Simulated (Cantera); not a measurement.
A closed system holds: 1 mol CH3SiCl3, 0.39 mol HCl, 1.1 mol H2, at 1498 K and 2600 Pa.

These are equilibrium values from Cantera (NASA tables, ideal gas, pure condensed phases), not measurements of a reactor. Candidate condensed phases: C, C6H6, C7H8, C8H18, Si, SiC; 109 gas species. The feed counts by its element totals alone. The tables' values for SiCl3 are old estimates; treat these amounts as uncertain. The numbers say what is thermodynamically allowed, not how fast it happens.

Base state: HCl 0.616, H2 0.328, SiCl2 0.0268, SiCl4 0.0163, SiCl3 0.0117, SiHCl3 0.000895, Cl 9.23e-5, H 6.11e-5 (mole fractions); condensed: C(graphite) + SiC(s).

**Question.** What changes in the equilibrium state with this change: H2 from 1.1 to 230 mol?

**Answer.** 
```
species             before     after
----------------  --------  --------
H2                   0.328     0.985
HCl                  0.616    0.0145
H                  6.11e-5  0.000106
SiCl2               0.0268   1.85e-5
SiCl4               0.0163   2.08e-9
SiCl3               0.0117   1.10e-7
SiHCl3            0.000895   1.46e-8
Cl                 9.23e-5   1.25e-6
CH4                7.28e-6   1.75e-5
C(graphite), mol     0.244         0
SiC(s), mol          0.756     0.996
```
